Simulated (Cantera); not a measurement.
Input: 1 mol HMDSO, 0.12 mol NO, 0.59 mol H2, held at 1723.15 K and 35000 Pa.

Method: chemical equilibrium by Gibbs-energy minimisation in Cantera with the NASA 1993 tables (ideal gas, pure condensed phases). Candidate condensed phases: C, C6H6, C7H8, C8H18, H2O, Si, SiC, SiO2, Si2N2O, Si3N4; 151 gas species. The feed counts by its element totals alone. The numbers say what is thermodynamically allowed, not how fast it happens.

Base state: H2 0.890, CO 0.104, N2 0.00542, SiO 0.000456, H 0.000291, HCN 0.000288, CH4 0.000279, C2H2 (acetylene) 8.06e-5 (mole fractions); condensed: C(graphite) + SiC(s).

What changes in the equilibrium state with this change: temperature from 1723.15 K to 2123 K?


```
species             before     after
----------------  --------  --------
H2                   0.890     0.883
CO                   0.104     0.102
H                 0.000291   0.00570
C2H2 (acetylene)   8.06e-5   0.00146
SiO               0.000456   0.00125
Si                 4.70e-8   4.09e-5
SiH                3.77e-8   1.17e-5
SiH2               2.52e-7   1.52e-5
HNC                9.13e-6  0.000106
C(graphite), mol      2.88      2.86
SiC(s), mol           2.00      1.99
```
Gases not in the tables: Si2H6 and higher silanes.

What changes in the equilibrium state with this change: temperature from 1723.15 K to 775 K?


```csv
species,before,after
H2,0.890,0.674
CH4,0.000279,0.326
CO,0.104,<1e-9
SiO,0.000456,<1e-9
N2,0.00542,<1e-9
H,0.000291,<1e-9
"C(graphite), mol",2.88,2.29
"SiC(s), mol",2.00,1.35
"SiO2(α-quartz), mol",0,0.530
"Si2N2O(s), mol",0,0.0600
```

What changes in the equilibrium state with this change: HMDSO replaced by Si2H6?


| species | before | after |
|---|---|---|
| H2 | 0.890 | 0.983 |
| SiO | 0.000456 | 0.0165 |
| H | 0.000291 | 0.000306 |
| CO | 0.104 | 0 |
| HCN | 0.000288 | 0 |
| CH4 | 0.000279 | 0 |
| C(graphite), mol | 2.88 | 0 |
| SiC(s), mol | 2.00 | 0 |
| Si(l), mol | 0 | 1.82 |
| Si2N2O(s), mol | 0 | 0.0596 |
Mutual solubility and eutectic melting of coexisting phases are not modelled. Gases not in the tables: Si2H6 and higher silanes.
